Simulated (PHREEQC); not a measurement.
Buffer: speciation

Make-up at 25 °C: 0.018 mol/kgw KHCO3, 0.0024 mol/kgw KOH and 0.00067 mol/kgw NaCl. Closed to the air; pH follows from the charge balance.

Model: ion-association model, phreeqc.dat, run in PHREEQC.

No solid was allowed to form.

Task: Estimate the pH, specific conductance, ionic strength.

Result: pH 9.33; specific conductance 2340 µS/cm; ionic strength 0.0234 mol/kgw.

Task: In which forms is Na present?

Result: Na+ 97 %, NaCO3- 2.4 %, NaHCO3 0.6 % of the Na.
